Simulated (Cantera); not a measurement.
Equilibrium for carbothermic reduction: SiO2 + CO + CO2

Charge: 1 mol SiO2, 12 mol CO, 0.068 mol CO2, equilibrated at 0.00110 bar.

These are equilibrium values from Cantera (NASA tables, ideal gas, pure condensed phases), not measurements of a reactor. Candidate condensed phases: C, Si, SiC, SiO2; 20 gas species. The tables hold silica as quartz up to 1696 K and as liquid above; real silica turns to tridymite and cristobalite and melts near 1996 K. The numbers say what is thermodynamically allowed, not how fast it happens.

```tsv
T (K)	log p CO	log p CO2	log p SiO	log p SiO2	log p O	log p O2	log p Si	n SiO2(β-quartz)	n SiO2(condensed)
923	-2.96	-5.21	<-14	<-14	<-14	<-14	<-14	1.00	0
998	-2.96	-5.21	<-14	<-14	<-14	<-14	<-14	1.00	0
1073	-2.96	-5.21	-14.05	<-14	<-14	<-14	<-14	1.00	0
1148	-2.96	-5.21	-12.41	<-14	<-14	<-14	<-14	1.00	0
1223	-2.96	-5.21	-10.98	<-14	<-14	<-14	<-14	1.00	0
1298	-2.96	-5.21	-9.71	-14.88	<-14	<-14	<-14	1.000	0
1373	-2.96	-5.21	-8.58	-13.58	-14.67	<-14	<-14	1.000	0
1448	-2.96	-5.21	-7.57	-12.41	-13.62	<-14	<-14	1.000	0
1523	-2.96	-5.19	-6.68	-11.36	-12.65	-14.79	-14.89	0.998	0
1598	-2.96	-5.13	-5.92	-10.41	-11.73	-13.76	-13.75	0.987	0
1673	-2.96	-4.97	-5.34	-9.54	-10.78	-12.61	-12.93	0.950	0
1748	-2.97	-4.73	-4.91	-8.76	-9.82	-11.38	-12.37	0	0.863
1823	-2.98	-4.48	-4.56	-8.05	-8.90	-10.16	-11.96	0	0.693
```
log p: log10 of the partial pressure in bar; n: condensed amount in mol.

From 923 K to 1673 K the condensed part is SiO2(β-quartz). From 1748 K to 1823 K the condensed part is SiO2(condensed).
